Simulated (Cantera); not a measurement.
Thermodynamics of chlorosilane synthesis and conversion, feed Si + HCl + H2

Feed: 1 mol Si, 2.7 mol HCl, 13 mol H2, at 1350 K and 13.0 bar.

These are equilibrium values from Cantera (NASA tables, ideal gas, pure condensed phases), not measurements of a reactor. Candidate condensed phases: Si; 19 gas species. The tables' values for SiCl3 are old estimates; treat these amounts as uncertain. Rates play no part.

The x(H2) is 0.920. The x(HCl) is 0.0330 and the x(SiHCl3) is 0.0218. The x(SiCl4) comes out as 0.0137, the x(SiH2Cl2) is 0.00508 and the x(SiCl2) is 0.00333. The x(SiCl3) is 0.00302 and the x(SiH3Cl) comes out as 0.000336. The x(SiH4) is 9.20e-6 and the n(Si(s)) is 0.288 mol. The gas amount comes out as 15.06 mol.
